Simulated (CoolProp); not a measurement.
Model: reference Helmholtz-energy equation of state, Jacobsen 1992, in CoolProp.

### Question
For R11, give the phase and the density (kg/m³), cv (kJ/(kg K)), Joule-Thomson coefficient (K/MPa), expansivity (1/kK) at 500 K and 22 MPa; 500 K and 33.1 MPa.

### Answer
- 500 K and 22 MPa: supercritical; density 1070, cv 0.668, Joule-Thomson coefficient 0.218, expansivity 2.46
- 500 K and 33.1 MPa: supercritical; density 1150, cv 0.670, Joule-Thomson coefficient -0.0879, expansivity 1.81
